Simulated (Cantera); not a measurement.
Charge: 1 mol Cu, 5.3 mol F₂, 2.2 mol N₂, at 10000 Pa.

These are equilibrium values from Cantera (NASA tables, ideal gas, pure condensed phases), not measurements of a reactor. Candidate condensed phases: Cu, CuF₂; 11 gas species. Kinetics and transport are ignored.

x: gas mole fraction; n: condensed amount in mol.

| T (K) | x F | x F₂ | x N₂ | x NF₃ | x CuF₂ | x NF₂ | n CuF₂(s) | n CuF₂(l) |
|---|---|---|---|---|---|---|---|---|
| 873 | 0.0542 | 0.542 | 0.315 | 0.0883 | 1.39e-6 | [?] | 1.000 | 0 |
| 923 | 0.101 | 0.549 | 0.316 | 0.0342 | 9.37e-6 | [?] | 1.000 | 0 |
| 973 | 0.168 | 0.511 | 0.308 | 0.0127 | 5.15e-5 | 3.26e-6 | 1.000 | 0 |
| 1023 | 0.258 | 0.443 | 0.294 | 0.00460 | 0.000237 | 3.41e-6 | 0.998 | 0 |
| 1073 | 0.364 | 0.357 | 0.276 | 0.00159 | 0.000940 | 3.22e-6 | 0.993 | 0 |
| 1123 | 0.474 | 0.265 | 0.257 | 0.000519 | 0.00303 | [?] | 0 | 0.974 |
| 1173 | 0.572 | 0.181 | 0.239 | 0.000158 | 0.00729 | [?] | 0 | 0.933 |
| 1223 | 0.645 | 0.115 | 0.224 | 4.52e-5 | 0.0162 | [?] | 0 | 0.841 |
| 1273 | 0.687 | 0.0687 | 0.211 | 1.24e-5 | 0.0334 | [?] | 0 | 0.652 |
| 1323 | 0.698 | 0.0391 | 0.198 | 3.30e-6 | 0.0648 | [?] | 0 | 0.282 |
| 1373 | 0.700 | 0.0227 | 0.191 | 9.40e-7 | 0.0867 | [?] | 0 | 0 |

Q: Fill in the missing entries.

A: 
- 873, x NF₂: 2.15e-6
- 923, x NF₂: 2.82e-6
- 1123, x NF₂: 2.74e-6
- 1173, x NF₂: 2.12e-6
- 1223, x NF₂: 1.51e-6
- 1273, x NF₂: 1.00e-6
- 1323, x NF₂: 6.27e-7
- 1373, x NF₂: 4.01e-7
